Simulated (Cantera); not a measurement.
A closed system holds: 1 mol C2H6, 0.13 mol O2, 82 mol H2, held at 0.100 bar.

These are equilibrium values from Cantera (NASA tables, ideal gas, pure condensed phases), not measurements of a reactor. Candidate condensed phases: C, C6H6, C7H8, C8H18, H2O; 110 gas species. Rates play no part. All values below are at 1050 K.

Base state: H2 0.991, CH4 0.00563, CO 0.00301, H2O 5.42e-5 (mole fractions); condensed: C(graphite).

**Question.** What changes in the equilibrium state with this change: pressure from 0.100 bar to 0.800 bar?

**Answer.** 
| species | before | after |
|---|---|---|
| H2 | 0.991 | 0.975 |
| CH4 | 0.00563 | 0.0216 |
| CO | 0.00301 | 0.00242 |
| H2O | 5.42e-5 | 0.000693 |
| C(graphite), mol | 1.27 | 0 |
